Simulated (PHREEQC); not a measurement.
1 kg of water holding 0.2 mol/kgw KCl, 0.035 mol/kgw Na2SO4 and 0.016 mol/kgw NaCl is evaporated at 20 °C; the solids stay in contact with the brine. No CO2 enters from the air. Solids allowed: Arcanite, Glaserite, Halite, Mirabilite, Misenite, Sylvite, Thenardite. Others were left out.

The series has 28 steps of water left (kg), from 1 to 0.005012.

The numbers come from PHREEQC with the Pitzer model, pitzer.dat.

**Question.** Which solids form, in which order, and at which step of the series does each first stand?

**Answer.** Arcanite from water left = 0.09502 kg, last present at water left = 0.03564 kg; Glaserite from water left = 0.03564 kg; Sylvite from water left = 0.03564 kg; Halite from water left = 0.01099 kg.
